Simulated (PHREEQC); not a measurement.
Consider water at 35 °C with 0.0012 mol MgCl2, 0.13 mol Na2SO4 and 1.4e-05 mol H4SiO4 per kg of water. Closed to the air; pH follows from the charge balance.

Model: Pitzer model, pitzer.dat, run in PHREEQC.

This is a speciation only: nothing precipitates in the calculation.

### Question
Estimate the pH, osmotic coefficient, density.

### Answer
pH 7.11; osmotic coefficient 0.774; density 1.010 g/cm³.
